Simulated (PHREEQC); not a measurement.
Na2SO4 is added in steps, without added water, to 1 kg of water holding 0.041 mol NaOH and 3.1e-05 mol K2SiO3, at 25 °C. O2 is buffered at 0.21 atm. CO2 is held at log p = -2 (atm). Only these solids could form: Quartz, Mirabilite, Nahcolite, Natron.

Base run: PHREEQC, ion-association model, wateq4f.dat. Each further column changes one thing. The table gives NaSO4- (mol/kgw).

| Na2SO4 added (mol) | base | all activity coefficients set to 1 | database phreeqc.dat | Davies equation for every ion |
|---|---|---|---|---|
| 0 | 0 | 0 | 0 | 0 |
| 0.003812 | 0.000371 | 0.000720 | 0.000372 | 0.000368 |
| 0.007625 | 0.000801 | 0.00160 | 0.000802 | [?] |
| 0.01525 | 0.00181 | 0.00378 | 0.00182 | 0.00181 |
| 0.01906 | 0.00239 | 0.00505 | 0.00239 | [?] |
| 0.02287 | 0.00300 | 0.00643 | 0.00301 | 0.00302 |
| 0.02669 | 0.00366 | 0.00791 | 0.00367 | 0.00369 |
| 0.03431 | 0.00507 | 0.0111 | 0.00508 | 0.00516 |
| 0.03812 | 0.00582 | 0.0129 | 0.00584 | 0.00596 |
| 0.04194 | 0.00661 | 0.0147 | 0.00663 | 0.00679 |
| 0.04575 | 0.00742 | 0.0165 | 0.00745 | 0.00766 |
| 0.05337 | 0.00913 | 0.0204 | 0.00917 | 0.00951 |
| 0.05719 | 0.0100 | 0.0225 | 0.0101 | 0.0105 |
| 0.061 | 0.0109 | 0.0246 | 0.0110 | [?] |

Q: Fill in the missing entries.

A: 
- 0.007625, Davies equation for every ion: 0.000796
- 0.01906, Davies equation for every ion: 0.00240
- 0.061, Davies equation for every ion: 0.0115

 phreeqc.dat and wateq4f.dat share most of their constants, so their agreement is no independent check. Solids allowed in the column 'database phreeqc.dat': SiO2(a).
